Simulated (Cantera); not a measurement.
Thermodynamics of carbon deposition, reforming and gasification, feed C3H6 + H2O + N2

Charge: 1 mol C3H6, 0.61 mol H2O, 1.3 mol N2, equilibrated at 0.133 bar.

Method: chemical equilibrium by Gibbs-energy minimisation in Cantera with the NASA 1993 tables (ideal gas, pure condensed phases). Candidate condensed phases: C, C6H6, C7H8, C8H18, H2O; 136 gas species. Kinetics and transport are ignored.

| T (°C) | log p H2 | log p N2 | log p CO | log p H | log p H2O | log p CH4 | log p HCN | log p CO2 | n C(graphite) |
|---|---|---|---|---|---|---|---|---|---|
| 552 | -1.10 | -1.46 | -2.20 | -11.65 | -2.20 | -2.25 | -8.05 | -2.74 | 2.48 |
| 752 | -1.06 | -1.50 | -1.84 | -8.89 | -3.48 | -3.26 | -6.40 | -4.15 | 2.38 |
| 952 | -1.06 | -1.50 | -1.83 | -7.04 | -4.60 | -4.00 | -5.29 | -5.54 | 2.39 |
| 1152 | -1.06 | -1.50 | -1.83 | -5.70 | -5.41 | -4.54 | -4.50 | -6.54 | 2.39 |
| 1352 | -1.06 | -1.50 | -1.83 | -4.68 | -6.02 | -4.95 | -3.90 | -7.28 | 2.38 |
| 1552 | -1.06 | -1.51 | -1.83 | -3.89 | -6.49 | -5.27 | -3.44 | -7.86 | 2.37 |
| 1752 | -1.06 | -1.51 | -1.83 | -3.25 | -6.87 | -5.53 | -3.08 | -8.31 | 2.35 |
| 1952 | -1.07 | -1.52 | -1.83 | -2.73 | -7.19 | -5.75 | -2.78 | -8.68 | 2.29 |
| 2152 | -1.09 | -1.53 | -1.84 | -2.29 | -7.46 | -5.95 | -2.55 | -8.99 | 2.20 |
| 2352 | -1.13 | -1.56 | -1.85 | -1.94 | -7.72 | -6.17 | -2.37 | -9.26 | 2.06 |
log p: log10 of the partial pressure in bar; n: condensed amount in mol.

From 552 °C to 2352 °C the condensed part is C(graphite). The main C-bearing gas is CO throughout. The share of C in condensed phases is highest at 552 °C (82.8 %) and lowest at 2352 °C (68.6 %).
